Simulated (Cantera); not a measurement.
Premixed flame

A freely propagating, adiabatic, planar premixed flame of CH₄ : O₂ : N₂ = 1 : 1.67 : 6.67 (molar parts), equivalence ratio 1.2, unburnt at 625 K and 2330 Torr; mixture-averaged transport, grid criteria slope 0.08 and curve 0.16, no radiation.

Cantera simulation using GRI-Mech 3.0 (53 species, 325 reactions); the numbers are that mechanism's predictions, not measurements. Burning velocities carry a grid error of a few per cent, more on coarse grids.

```
z (mm)   T (K)  u (m/s)     x CH₄      x O₂    x C₂H₄   x CH₂CO    x C₂H₂    x N₂O
-------  -----  -------  --------  --------  --------  --------  --------  -------
-0.459     626    0.795     0.107     0.178   9.18e-8     <1e-8   2.44e-8    <1e-8
-0.306     630    0.803     0.106     0.178   1.38e-6   9.31e-8   3.55e-7    <1e-8
-0.230     647    0.829     0.104     0.176   8.83e-6   7.32e-7   2.22e-6    <1e-8
-0.153     747    0.965    0.0964     0.167   8.11e-5   9.02e-6   1.97e-5    <1e-8
-0.0766   1186     1.56    0.0644     0.127  0.000647  0.000106  0.000161  2.40e-8
-0.0383   1586     2.10    0.0341    0.0845   0.00117  0.000250  0.000395  5.47e-8
0         1947     2.60   0.00811    0.0389  0.000590  0.000192  0.000631  8.79e-8
0.0383    2106     2.81  0.000691    0.0141   3.34e-5   2.79e-5  0.000184  1.01e-7
0.0766    2152     2.86   3.58e-5   0.00611   4.34e-7   1.70e-6   1.54e-5  1.02e-7
0.153     2193     2.91   1.44e-7   0.00281     <1e-8     <1e-8   1.04e-7  9.01e-8
0.306     2235     2.95     <1e-8   0.00159     <1e-8     <1e-8     <1e-8  7.35e-8
0.613     2272     3.00     <1e-8  0.000787     <1e-8     <1e-8     <1e-8  5.63e-8
1.23      2296     3.03     <1e-8  0.000325     <1e-8     <1e-8     <1e-8  4.05e-8
```
x: mole fraction of selected species; z is measured from the peak of heat release.

| Property | Result |
|---|---|
| laminar burning velocity | 79.3 cm/s |
| thermal thickness | 0.153 mm |
| peak x(C₂H₄) | 0.00119 |
| peak x(CH₂CO) | 0.000275 |
| peak x(C₂H₂) | 0.000642 |
| grid points | 149 |
